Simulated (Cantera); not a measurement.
Feed: 1 mol Si, a varied amount of NF3, equilibrated at 377 °C and 13300 Pa.

Equilibrium computed with Cantera from the NASA thermochemical tables; the gas is ideal and each condensed phase is pure. Candidate condensed phases: Si, Si3N4; 16 gas species. Kinetics and transport are ignored.

Problem. At 3.5 mol NF3, list the 5 most abundant gas species with their mole fractions, and the condensed phases.

Solution. NF3 0.535, SiF4 0.256, N2 0.180, F2 0.0289, F 0.000229. Condensed: gas only.
